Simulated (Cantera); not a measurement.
Input (Python, Cantera) and output of one run.

```python
import numpy as np
import cantera as ct

gas_names = """
    H HNO HNO2 HNO3 HO2 H2 H2O H2O2 N NH NH2 NH3 NH2OH NO NO2 NO3 N2 N2H2 N2H4 N2O O OH O2 O3
""".split()
cond_names = """
    H2O(s) H2O(L)
""".split()


# ... load() reads the species with a 1 bar reference pressure and builds the phases ...
atoms = {
    'N2O': {'N': 2, 'O': 1},
    'H2': {'H': 2},
}
top_T = {}  # K; cautious upper limits of use, not melting points


# ... equilibrate(T, P, feed) seeds the gas with the atoms and calls Mixture.equilibrate('TP', solver="vcs", rtol=1e-11, max_steps=5000) ...
results = []
T = 1248  # K
P = 6100  # Pa
for m in [0.38, 0.65, 0.92, 1.2, 1.5, 1.7, 2, 2.3, 2.6, 2.8, 3.1, 3.4]:
    feed = {'N2O': 1, 'H2': m}  # mol
    mix = equilibrate(T, P, feed)
    results.append((T, P, feed, dict(zip(mix.species_names, mix.species_moles))))
    x = sorted(zip(gas.X, gas.species_names), reverse=True)
    print(f"T = {T:g} K  P = {P:g} Pa  n(H2) = {m:g} mol  gas = {mix.phase_moles(0):.4g} mol")
    print("   x: " + "  ".join(f"{s} {v:.3e}" for v, s in x if v > 1e-06))
    print("   condensed (mol): " + ("  ".join(f"{mix.phase(i).name} {mix.phase_moles(i):.4g}"
          for i in range(1, mix.n_phases) if mix.phase_moles(i) > 1e-12) or "none"))
```

Result:

```
T = 1248 K  P = 6100 Pa  n(H2) = 0.38 mol  gas = 1.69 mol
   x: N2 5.916e-01  H2O 2.248e-01  O2 1.833e-01  NO 2.252e-04  OH 1.635e-05
   condensed (mol): none
T = 1248 K  P = 6100 Pa  n(H2) = 0.65 mol  gas = 1.825 mol
   x: N2 5.479e-01  H2O 3.562e-01  O2 9.581e-02  NO 1.567e-04  OH 1.749e-05
   condensed (mol): none
T = 1248 K  P = 6100 Pa  n(H2) = 0.92 mol  gas = 1.96 mol
   x: N2 5.102e-01  H2O 4.694e-01  O2 2.037e-02  NO 6.972e-05  OH 1.364e-05
   condensed (mol): none
T = 1248 K  P = 6100 Pa  n(H2) = 1.2 mol  gas = 2.2 mol
   x: H2O 4.545e-01  N2 4.545e-01  H2 9.091e-02
   condensed (mol): none
T = 1248 K  P = 6100 Pa  n(H2) = 1.5 mol  gas = 2.5 mol
   x: H2O 4.000e-01  N2 4.000e-01  H2 2.000e-01
   condensed (mol): none
T = 1248 K  P = 6100 Pa  n(H2) = 1.7 mol  gas = 2.7 mol
   x: H2O 3.704e-01  N2 3.704e-01  H2 2.593e-01
   condensed (mol): none
T = 1248 K  P = 6100 Pa  n(H2) = 2 mol  gas = 3 mol
   x: H2O 3.333e-01  N2 3.333e-01  H2 3.333e-01  H 1.092e-06  NH3 1.044e-06
   condensed (mol): none
T = 1248 K  P = 6100 Pa  n(H2) = 2.3 mol  gas = 3.3 mol
   x: H2 3.939e-01  H2O 3.030e-01  N2 3.030e-01  NH3 1.279e-06  H 1.187e-06
   condensed (mol): none
T = 1248 K  P = 6100 Pa  n(H2) = 2.6 mol  gas = 3.6 mol
   x: H2 4.444e-01  H2O 2.778e-01  N2 2.778e-01  NH3 1.467e-06  H 1.261e-06
   condensed (mol): none
T = 1248 K  P = 6100 Pa  n(H2) = 2.8 mol  gas = 3.8 mol
   x: H2 4.737e-01  H2O 2.632e-01  N2 2.632e-01  NH3 1.571e-06  H 1.301e-06
   condensed (mol): none
T = 1248 K  P = 6100 Pa  n(H2) = 3.1 mol  gas = 4.1 mol
   x: H2 5.122e-01  H2O 2.439e-01  N2 2.439e-01  NH3 1.701e-06  H 1.353e-06
   condensed (mol): none
T = 1248 K  P = 6100 Pa  n(H2) = 3.4 mol  gas = 4.4 mol
   x: H2 5.455e-01  H2O 2.273e-01  N2 2.273e-01  NH3 1.804e-06  H 1.396e-06
   condensed (mol): none
```

Equilibrium computed with Cantera from the NASA thermochemical tables; the gas is ideal and each condensed phase is pure.
